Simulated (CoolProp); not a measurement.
Vapour-liquid equilibrium of propylene (1) + propane (2) at 10.8 kPa; x and y are mole fractions of (1).

The numbers come from the multi-fluid Helmholtz-energy mixture model, Lemmon 2013 and Lemmon 2009; pair parameters Bell 2016 in CoolProp.

Question: Give the bubble temperature and the first vapour's composition at x = 0.125, 0.2, 0.875. Is there an azeotrope?

Answer: x = 0.125: -83.7 °C, y = 0.177; x = 0.2: -84.2 °C, y = 0.269; x = 0.875: -86.8 °C, y = 0.893. No azeotrope shows between x = 0.05 and 0.95.

The pair parameters rest on a limited set of measurements; away from them the model extrapolates.
